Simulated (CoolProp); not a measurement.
A simple Rankine cycle with n-pentane: condensing at 319.15 K, boiler at 1.03 MPa, turbine inlet 439.7 K, turbine efficiency 0.9, pump efficiency 0.6, no recuperator. Each further row changes one setting.

Computed with CoolProp (reference Helmholtz-energy equation of state, Thol 2019).

```
case                             thermal efficiency (%)  net work (kJ/kg)  heat in (kJ/kg)  turbine exit temperature (K)  volume ratio over the turbine
-------------------------------  ----------------------  ----------------  ---------------  ----------------------------  -----------------------------
as stated                                          13.4              76.8              572                           ___                            ___
turbine inlet 459.7 K                              13.2               ___              622                         414.2                           7.37
condensing temperature 311.15 K                    14.7              86.9              ___                         388.1                           9.65
boiler pressure 0.721 MPa                           ___              65.6              581                         403.2                           5.09
turbine efficiency 0.8                             11.9              68.0              572                           ___                           7.58
```

### Question
What belongs in the gaps?

### Answer

- as stated, turbine exit temperature (K): 393.5
- as stated, volume ratio over the turbine: 7.49
- turbine inlet 459.7 K, net work (kJ/kg): 81.8
- condensing temperature 311.15 K, heat in (kJ/kg): 591
- boiler pressure 0.721 MPa, thermal efficiency (%): 11.3
- turbine efficiency 0.8, turbine exit temperature (K): 397.6
